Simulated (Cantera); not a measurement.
Feed: 1 mol CCl₄, 0.97 mol CH₄, equilibrated at 2702 °C and 13.0 mbar.

Cantera equilibrium calculation (NASA polynomials, part measured and part estimated; ideal gas, pure solids and liquids). Candidate condensed phases: C, C₆H₆, C₇H₈, C₈H₁₈; 91 gas species. The tables' values for CCl are old estimates; treat these amounts as uncertain. Equilibrium is a limit: real reactors are often held back by kinetics, nucleation or transport.

Base state: Cl 0.464, H 0.315, HCl 0.130, H₂ 0.0604, C₃ 0.0183, C₂H₂ (acetylene) 0.00349, C 0.00307, C₂H 0.00302 (mole fractions); condensed: C(graphite).

Q: What changes in the equilibrium state with this change: CH₄ from 0.97 to 0.007 mol?

A: 
```tsv
species	before	after
Cl	0.464	0.969
C₃	0.0183	0.0183
H	0.315	0.00362
HCl	0.130	0.00313
H₂	0.0604	7.98e-6
C₂H₂ (acetylene)	0.00349	4.62e-7
C₄H₂	8.42e-5	1.11e-8
C₂H₂ (vinylidene)	1.04e-5	1.37e-9
C₂H	0.00302	3.47e-5
CH	4.02e-5	4.63e-7
C(graphite), mol	1.45	0.745
```
